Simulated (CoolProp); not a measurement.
Vapour-liquid equilibrium of n-hexane (1) + hexamethyldisiloxane (MM) (2) at 0.174 MPa; x and y are mole fractions of (1).

Model: multi-fluid Helmholtz-energy mixture model, Thol 2019 and Thol 2016; pair parameters Bell 2016, in CoolProp.

```csv
x,"bubble temperature, mixture model (°C)","bubble temperature, Raoult's law (°C)","y, mixture model","y, Raoult's law"
0.05,118.3,117.8,(withheld),0.109
0.15,(withheld),113.2,(withheld),0.294
0.25,111.0,109.1,0.399,0.444
0.35,107.6,105.3,0.523,0.566
0.45,(withheld),101.8,(withheld),0.667
0.55,101.0,98.6,0.730,0.752
0.65,97.7,95.7,0.813,0.823
0.75,94.4,93.0,0.883,0.884
0.85,91.3,90.5,(withheld),0.935
0.95,(withheld),88.1,0.983,0.980
```

**Question.** Complete the blanks.

**Answer.** 
- 0.05, y, mixture model: 0.093
- 0.15, bubble temperature, mixture model (°C): 114.5
- 0.15, y, mixture model: 0.257
- 0.45, bubble temperature, mixture model (°C): 104.3
- 0.45, y, mixture model: 0.634
- 0.85, y, mixture model: 0.939
- 0.95, bubble temperature, mixture model (°C): 88.4

The largest gap from Raoult's law is +2.5 K in bubble temperature, at x = 0.45. No azeotrope shows between x = 0.05 and 0.95.

The pair parameters rest on a limited set of measurements; away from them the model extrapolates.
